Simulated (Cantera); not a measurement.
A closed system holds: 1 mol C₂F₆, 0.75 mol CH₄, 1.1 mol H₂, held at 0.0133 bar.

These are equilibrium values from Cantera (NASA tables, ideal gas, pure condensed phases), not measurements of a reactor. Candidate condensed phases: C, C₆H₆, C₇H₈, C₈H₁₈; 95 gas species. The feed counts by its element totals alone. Condensed phases not in the tables: fluorocarbon polymer. Gases not in the tables: C₂F₆ and larger saturated fluorocarbons. Rates play no part. All values below are at 650 K.

Base state: HF 0.963, CF₄ 0.0370 (mole fractions); condensed: C(graphite).

**Question.** What changes in the equilibrium state with this change: H₂ from 1.1 to 0.074 mol?

**Answer.** 
```json
[
 {"species": "HF", "before": "0.963", "after": "0.815"},
 {"species": "CF₄", "before": "0.0370", "after": "0.185"},
 {"species": "C(graphite), mol", "before": "2.55", "after": "2.04"}
]
```
